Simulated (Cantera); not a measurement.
Cantera run:

```python
import numpy as np
import cantera as ct

gas_names = """
    C CH CH2 CH3 CH4 C2 C2H C2H2,acetylene C2H2,vinylidene C2H3,vinyl C2H4 C2H5 C2H6 C3 C3H3,propargyl
    C3H4,allene C3H4,propyne C3H4,cyclo- C3H5,allyl C3H6,propylene C3H6,cyclo- C3H7,n-propyl
    C3H7,i-propyl C3H8 C4 C4H2 C4H4,1,3-cyclo- C4H6,butadiene C4H6,2-butyne C4H6,cyclo- C4H8,1-butene
    C4H8,cis2-buten C4H8,tr2-butene C4H8,isobutene C4H8,cyclo- C4H9,n-butyl C4H9,i-butyl C4H9,s-butyl
    C4H9,t-butyl C4H10,isobutane C4H10,n-butane C5 C5H6,1,3cyclo- C5H8,cyclo- C5H10,1-pentene
    C5H10,cyclo- C5H11,pentyl C5H11,t-pentyl C5H12,n-pentane C5H12,i-pentane CH3C(CH3)2CH3 C6H2
    C6H5,phenyl C6H6 C6H10,cyclo- C6H12,1-hexene C6H12,cyclo- C6H13,n-hexyl C7H7,benzyl C7H8
    C7H14,1-heptene C7H15,n-heptyl C7H16,n-heptane C8H8,styrene C8H10,ethylbenz C8H16,1-octene
    C8H17,n-octyl C8H18,isooctane C8H18,n-octane C9H19,n-nonyl C10H8,naphthale C10H21,n-decyl
    C12H9,o-bipheny C12H10,bipheny H H2 Ti
""".split()
cond_names = """
    C(gr) C6H6(L) C7H8(L) C8H18(L),n-octa Ti(a) Ti(b) Ti(L) TiC(s) TiC(L)
""".split()


def load(file, names, dense=False):
    # The tables refer to 1 bar. Condensed volumes are neglected.
    table = {s.name: s for s in ct.Species.list_from_file(file)}
    out = []
    for n in names:
        d = dict(table[n].input_data)
        d["thermo"] = dict(d["thermo"], **{"reference-pressure": 1e5})
        if dense:
            d["equation-of-state"] = {"model": "constant-volume", "density": "1e6 g/cm^3"}
        out.append(ct.Species.from_dict(d))
    return out


gas = ct.Solution(thermo="ideal-gas", species=load("nasa_gas.yaml", gas_names))
cond = {s.name: ct.Solution(thermo="fixed-stoichiometry", species=[s], name=s.name)
        for s in load("nasa_condensed.yaml", cond_names, dense=True)}
atoms = {
    'Ti': {'Ti': 1},
    'C3H8': {'C': 3, 'H': 8},
    'H2': {'H': 2},
}
top_T = {'C(gr)': 4500}  # K; cautious upper limits of use, not melting points


def equilibrate(T, P, feed):
    n = {}
    for name, mol in feed.items():
        for a, k in atoms[name].items():
            n[a] = n.get(a, 0.0) + k * mol
    gas.TPX = T, P, n
    mass = sum(n.values()) * gas.mean_molecular_weight
    gas.equilibrate("TP")
    valid = [c for c in cond.values() if c.min_temp <= T <= top_T.get(c.name, c.max_temp)]
    mix = ct.Mixture([(gas, mass / gas.mean_molecular_weight)] + [(c, 0.0) for c in valid])
    mix.T, mix.P = T, P
    mix.equilibrate("TP", solver="vcs", rtol=1e-11, max_steps=5000)
    return mix


results = []
feed = {'Ti': 1, 'C3H8': 0.43, 'H2': 140}  # mol
P = 530  # Pa
for T in [1398, 1498, 1598, 1698, 1798, 1898, 1998, 2098, 2198]:
    mix = equilibrate(T, P, feed)
    results.append((T, P, feed, dict(zip(mix.species_names, mix.species_moles))))
    x = sorted(zip(gas.X, gas.species_names), reverse=True)
    print(f"T = {T:g} K  P = {P:g} Pa  gas = {mix.phase_moles(0):.4g} mol")
    print("   x: " + "  ".join(f"{s} {v:.3e}" for v, s in x if v > 0.0001))
    print("   condensed (mol): " + ("  ".join(f"{mix.phase(i).name} {mix.phase_moles(i):.4g}"
          for i in range(1, mix.n_phases) if mix.phase_moles(i) > 1e-12) or "none"))
```

It prints:

```
T = 1398 K  P = 530 Pa  gas = 141.7 mol
   x: H2 9.999e-01
   condensed (mol): C(gr) 0.286  TiC(s) 1
T = 1498 K  P = 530 Pa  gas = 141.7 mol
   x: H2 9.997e-01  H 2.360e-04
   condensed (mol): C(gr) 0.2855  TiC(s) 1
T = 1598 K  P = 530 Pa  gas = 141.8 mol
   x: H2 9.992e-01  H 7.309e-04
   condensed (mol): C(gr) 0.2811  TiC(s) 1
T = 1698 K  P = 530 Pa  gas = 141.9 mol
   x: H2 9.979e-01  H 1.984e-03
   condensed (mol): C(gr) 0.2687  TiC(s) 1
T = 1798 K  P = 530 Pa  gas = 142.1 mol
   x: H2 9.950e-01  H 4.824e-03  C2H2,acetylene 1.717e-04
   condensed (mol): C(gr) 0.2406  TiC(s) 1
T = 1898 K  P = 530 Pa  gas = 142.5 mol
   x: H2 9.889e-01  H 1.068e-02  C2H2,acetylene 3.721e-04
   condensed (mol): C(gr) 0.1834  TiC(s) 1
T = 1998 K  P = 530 Pa  gas = 143.3 mol
   x: H2 9.775e-01  H 2.179e-02  C2H2,acetylene 7.410e-04
   condensed (mol): C(gr) 0.07698  TiC(s) 1
T = 2098 K  P = 530 Pa  gas = 144.7 mol
   x: H2 9.576e-01  H 4.136e-02  C2H2,acetylene 9.990e-04
   condensed (mol): TiC(s) 0.9999
T = 2198 K  P = 530 Pa  gas = 147.1 mol
   x: H2 9.254e-01  H 7.358e-02  C2H2,acetylene 9.839e-04
   condensed (mol): TiC(s) 0.9989
```

Method: chemical equilibrium by Gibbs-energy minimisation in Cantera with the NASA 1993 tables (ideal gas, pure condensed phases). TiC: taken at fixed stoichiometry.
